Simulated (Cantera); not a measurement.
An isothermal, constant-pressure homogeneous reactor starts with H₂ : O₂ : N₂ = 0.011 : 1 : 0.99 (molar parts), equivalence ratio 0.0055, at 1100 K and 350 Pa. Integrator tolerance rtol = 1e-08.

Computed with Cantera and GRI-Mech 3.0 (53 species, 325 reactions). Radical loss at walls, strong at low pressure, is not modelled.

What does this change do: temperature 1100 to 1400 K?


| quantity | before | after |
|---|---|---|
| x(H₂) at 20.0 s | 1.04e-6 (gas-phase equilibrium 1.75e-10) | 6.61e-6 (gas-phase equilibrium 5.99e-8) |
| x(O₂) at 20.0 s | 0.498 (gas-phase equilibrium 0.498) | 0.497 (gas-phase equilibrium 0.498) |
| x(H₂O₂) at 20.0 s | 1.76e-9 (gas-phase equilibrium 2.08e-12) | 7.68e-10 (gas-phase equilibrium 2.56e-11) |
| x(NO₂) at 20.0 s | 2.48e-12 (gas-phase equilibrium 2.71e-7) | 1.32e-11 (gas-phase equilibrium 6.00e-7) |
| x(H₂O) at 20.0 s | 0.00548 (gas-phase equilibrium 0.00551) | 0.00530 (gas-phase equilibrium 0.00549) |
| x(HO₂) at 20.0 s | 4.20e-8 (gas-phase equilibrium 4.35e-10) | 3.09e-8 (gas-phase equilibrium 9.84e-9) |
| x(O) at 20.0 s | 0.000174 (gas-phase equilibrium 3.00e-8) | 0.00130 (gas-phase equilibrium 1.14e-5) |
